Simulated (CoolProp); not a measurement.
The numbers come from the reference Helmholtz-energy equation of state, Lemmon 2006 in CoolProp. It is a short technical equation, of lower accuracy than the large ones.

For isopentane, give the phase and the cp (kJ/(kg K)), cv (kJ/(kg K)), speed of sound (m/s), isothermal compressibility (1/MPa) at -10.55 °C and 9.77 MPa; 62.85 °C and 9.77 MPa.


- -10.55 °C and 9.77 MPa: liquid; cp 2.08, cv 1.57, speed of sound 1210, isothermal compressibility 0.00138
- 62.85 °C and 9.77 MPa: liquid; cp 2.42, cv 1.86, speed of sound 893, isothermal compressibility 0.00276
